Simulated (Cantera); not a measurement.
An isothermal, constant-pressure homogeneous reactor starts with H₂ : O₂ : N₂ = 0.03 : 1 : 0.22 (molar parts), at 1375 K and 2670 Pa.

Cantera simulation using the H2/O2 subset of GRI-Mech 3.0, which has no nitrogen chemistry; the numbers are that mechanism's predictions, not measurements. Radical loss at walls, strong at low pressure, is not modelled.

x: mole fraction; the columns are a selection and need not sum to one.

| t (s) | x H₂ | x O₂ | x HO₂ | x OH | x O | x H | x H₂O₂ |
|---|---|---|---|---|---|---|---|
| 7.00e-6 | 0.0240 | 0.800 | 4.42e-9 | 9.70e-10 | 9.84e-10 | 3.48e-9 | <1e-12 |
| 2.46e-5 | 0.0240 | 0.800 | 1.55e-8 | 8.26e-9 | 8.67e-9 | 8.28e-9 | 2.83e-12 |
| 8.64e-5 | 0.0240 | 0.800 | 5.46e-8 | 5.87e-8 | 6.73e-8 | 2.40e-8 | 3.40e-11 |
| 0.000303 | 0.0240 | 0.800 | 1.94e-7 | 1.30e-6 | 1.60e-6 | 4.02e-7 | 3.84e-10 |
| 0.00107 | 0.0115 | 0.789 | 2.47e-6 | 0.00435 | 0.00757 | 0.00181 | 1.06e-7 |
| 0.00374 | 0.000244 | 0.780 | 1.96e-6 | 0.00276 | 0.0181 | 0.00171 | 5.22e-8 |
| 0.0131 | 0.000199 | 0.783 | 1.80e-6 | 0.00250 | 0.0145 | 0.00123 | 4.99e-8 |
| 0.0462 | 0.000107 | 0.790 | 1.36e-6 | 0.00184 | 0.00756 | 0.000469 | 4.16e-8 |
| 0.162 | 2.69e-5 | 0.795 | 6.25e-7 | 0.000925 | 0.00185 | 5.74e-5 | 2.36e-8 |
| 0.569 | ___ | 0.797 | ___ | ___ | ___ | ___ | ___ |
| 2.00 | ___ | 0.797 | ___ | ___ | ___ | ___ | ___ |

Task: Complete the blanks.

Result: 
- 0.569, x H₂: 3.71e-6
- 0.569, x HO₂: 1.56e-7
- 0.569, x OH: 0.000345
- 0.569, x O: 0.000253
- 0.569, x H: 2.92e-6
- 0.569, x H₂O₂: 7.87e-9
- 2.00, x H₂: 4.92e-7
- 2.00, x HO₂: 3.96e-8
- 2.00, x OH: 0.000126
- 2.00, x O: 3.35e-5
- 2.00, x H: 1.41e-7
- 2.00, x H₂O₂: 1.90e-9
